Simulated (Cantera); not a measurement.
B₂H₆ + H₂O + N₂ + NH₃ (boron, boron nitride and boron oxide)

Feed: 1 mol B₂H₆, a varied amount of H₂O, 0.13 mol N₂, 8.7 mol NH₃, held at 1650 K and 13.3 mbar.

Cantera equilibrium calculation (NASA polynomials, part measured and part estimated; ideal gas, pure solids and liquids). Candidate condensed phases: B, BN, B₂O₃, B₃O₃H₃, H₂O; 39 gas species. The feed counts by its element totals alone. Kinetics and transport are ignored.

From 0.59 mol H₂O to 2.6 mol H₂O the condensed part is BN(s). From 2.9 mol H₂O to 3.6 mol H₂O nothing is condensed. The main B-bearing gas is HBO at 0.59 mol H₂O and HBO₂ at 3.6 mol H₂O.

| n(H₂O) (mol) | x H₂ | x N₂ | x HBO₂ | x HBO | x B₂O₃ | n BN(s) |
|---|---|---|---|---|---|---|
| 0.59 | 0.800 | 0.180 | 0.00395 | 0.0114 | 0.00238 | 1.55 |
| 0.92 | 0.792 | 0.181 | 0.00612 | 0.0141 | 0.00461 | 1.32 |
| 1.3 | 0.783 | 0.181 | 0.00833 | 0.0164 | 0.00739 | 1.05 |
| 1.6 | 0.777 | 0.182 | 0.00991 | 0.0179 | 0.00964 | 0.848 |
| 1.9 | 0.771 | 0.182 | 0.0114 | 0.0191 | 0.0119 | 0.644 |
| 2.2 | 0.766 | 0.183 | 0.0127 | 0.0201 | 0.0141 | 0.440 |
| 2.6 | 0.759 | 0.183 | 0.0143 | 0.0213 | 0.0170 | 0.168 |
| 2.9 | 0.756 | 0.183 | 0.0168 | 0.0205 | 0.0192 | 0 |
| 3.2 | 0.756 | 0.181 | 0.0272 | 0.0127 | 0.0193 | 0 |
| 3.6 | 0.751 | 0.178 | 0.0422 | 0.00638 | 0.0152 | 0 |
x: gas mole fraction; n: condensed amount in mol.
